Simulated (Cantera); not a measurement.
Cantera run, input and output.

```python
import numpy as np
import cantera as ct

gas = ct.Solution("gri30.yaml")
gas.TP = 300, 101325
flame = ct.CounterflowDiffusionFlame(gas, width=0.02)
flame.fuel_inlet.X, flame.fuel_inlet.T = {'CH3OH': 1}, 300
flame.oxidizer_inlet.X, flame.oxidizer_inlet.T = {'O2': 0.22, 'N2': 0.78}, 700
flame.set_refine_criteria(ratio=3, slope=0.12, curve=0.24, prune=0.03)
show = ['OH', 'H', 'NO', 'CO', 'C2H2']

rows = []
print(f"{'mdot':>8s}{'a_max':>10s}{'a_mean':>10s}{'Tmax/K':>9s}" + "".join(f"{s:>11s}" for s in show) + "   (peak mole fractions)")
for i, mdot in enumerate([0.25, 0.41, 0.67, 1.1, 1.7, 2.8, 4.6]):  # kg/m2/s on the oxidiser side
    flame.oxidizer_inlet.mdot, flame.fuel_inlet.mdot = mdot, 1.6 * mdot
    flame.solve(loglevel=0, auto=(i == 0))
    if flame.T.max() < max(300, 700) + 100:
        print(f"{mdot:8.3g}  no burning solution found from the previous one")
        break
    dT = np.abs(np.gradient(flame.T, flame.grid))
    rows.append([flame.strain_rate("max"), flame.strain_rate("mean"), flame.T.max(),
                 *(flame.X[gas.species_index(s)].max() for s in show), max(dT[0], dT[-1]) / dT.max()])
    print(f"{mdot:8.3g}{rows[-1][0]:10.1f}{rows[-1][1]:10.1f}{rows[-1][2]:9.1f}" + "".join(f"{x:11.3e}" for x in rows[-1][3:-1]))
```

Output:

```
    mdot     a_max    a_mean   Tmax/K         OH          H         NO         CO       C2H2   (peak mole fractions)
    0.25     208.1      40.2   2233.8  1.254e-02  7.525e-03  1.790e-04  1.901e-01  1.347e-04
    0.41     325.0      66.0   2177.8  1.281e-02  8.817e-03  1.148e-04  1.875e-01  1.879e-04
    0.67     508.1     107.8   2111.5  1.281e-02  1.009e-02  7.473e-05  1.838e-01  2.532e-04
     1.1     804.6     177.0   2044.5  1.260e-02  1.138e-02  5.303e-05  1.797e-01  3.310e-04
     1.7    1212.9     273.5   1991.5  1.243e-02  1.255e-02  4.204e-05  1.766e-01  4.036e-04
     2.8    1949.4     450.4   1922.5  1.176e-02  1.358e-02  3.181e-05  1.715e-01  4.616e-04
     4.6    3130.3     740.0   1855.1  1.084e-02  1.421e-02  2.344e-05  1.664e-01  4.616e-04
```

Detailed kinetics in Cantera: GRI-Mech 3.0 (53 species, 325 reactions). GRI-Mech 3.0 was tuned for natural gas; its chemistry of methanol as a main component is partial and can be far from experiment. GRI-Mech 3.0 has no aromatics or soot, which form on the fuel side of real flames. The maximum strain rate includes the flame's own expansion and is several times the mean.
